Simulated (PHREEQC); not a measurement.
Geothermal or formation water: an equilibrium model

Model water analysis in mg/kgw, 10 °C, pH 7.49:

| constituent | mg/kgw |
|---|---|
| Na | 4180 |
| K | 128 |
| Ca | 1320 |
| Mg | 28.6 |
| Cl | 7110 |
| S(6) as SO4 | 2600 |
| Alkalinity as HCO3 | 15.9 |

Valence states are taken as typed.

Equilibrium calculation in PHREEQC: Pitzer model, pitzer.dat.

```yaml
ionic_strength: 0.315 mol/kgw
activity_of_water: 0.993
specific_conductance: 16000 µS/cm
density: 1.012 g/cm³
osmotic_coefficient: 0.877
charge_balance_error: -0.3 %
```

| species | molality | activity | log γ |
|---|---|---|---|
| Cl- | 0.201 | 0.137 | -0.166 |
| Na+ | 0.182 | 0.132 | -0.138 |
| Ca+2 | 0.0329 | 0.00826 | -0.601 |
| SO4-2 | 0.0271 | 0.00409 | -0.821 |
| K+ | 0.00327 | 0.00229 | -0.156 |
| Mg+2 | 0.00118 | 0.000324 | -0.561 |
| HCO3- | 0.000258 | 0.000200 | -0.110 |
| CO2 | 1.77e-5 | 1.85e-5 | 0.020 |
| CO3-2 | 1.18e-6 | 1.97e-7 | -0.780 |
| OH- | 1.50e-7 | 9.03e-8 | -0.220 |
| MgCO3 | 4.37e-8 | 4.37e-8 | 0.000 |
| H+ | 4.24e-8 | 3.24e-8 | -0.118 |
| HSO4- | 1.18e-8 | 8.41e-9 | -0.148 |

This is a speciation only: nothing precipitates in the calculation. The solution is supersaturated, for example in Gypsum, so a real one may precipitate; this is no full list. Away from 25 °C the constants follow the database's enthalpies or fits; those with neither stay at their 25 °C values.
